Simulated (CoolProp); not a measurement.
Toluene along the isobar 3.63 MPa: density (kg/m³) from the reference equation and from simpler models built on Tc = 591.7 K, pc = 4.126 MPa, ω = 0.266; each cubic takes its own stable root.

Computed with CoolProp (reference Helmholtz-energy equation of state, Lemmon 2006). It is a short technical equation, of lower accuracy than the large ones.

```csv
T (K),phase,reference,Redlich-Kwong,Soave-Redlich-Kwong,Peng-Robinson
262,liquid,898.0,[?],792.9,[?]
281.4,liquid,880.3,767.0,781.2,[?]
300.7,liquid,862.7,752.8,768.8,864.3
320.1,liquid,844.8,737.7,755.5,850.2
339.4,liquid,826.8,721.9,741.3,835.0
358.7,liquid,808.5,705.1,726.1,818.6
378.1,liquid,789.6,687.3,709.7,800.8
397.4,liquid,770.3,668.5,692.2,781.6
416.8,liquid,750.1,648.4,673.0,760.6
436.1,liquid,729.2,626.9,652.3,737.8
455.5,liquid,707.0,603.8,629.6,712.4
474.8,liquid,683.3,578.7,604.6,684.3
```

Q: Some entries are withheld; supply them.

A: 
- 262, Redlich-Kwong: 780.6
- 262, Peng-Robinson: 889.8
- 281.4, Peng-Robinson: 877.5
